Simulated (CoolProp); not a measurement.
Model: reference Helmholtz-energy equation of state, Leachman 2009, in CoolProp.

Problem. For normal hydrogen, give the phase and the speed of sound (m/s), viscosity (µPa s), Prandtl number at -235.85 °C and 0.0109 MPa; -235.85 °C and 0.0346 MPa.

Solution. 
- -235.85 °C and 0.0109 MPa: gas; speed of sound 506, viscosity 1.86, Prandtl number 0.670
- -235.85 °C and 0.0346 MPa: gas; speed of sound 505, viscosity 1.86, Prandtl number 0.671

Viscosity comes from a separate model (Muzny 2013). Thermal conductivity comes from a separate model (Assael 2011).
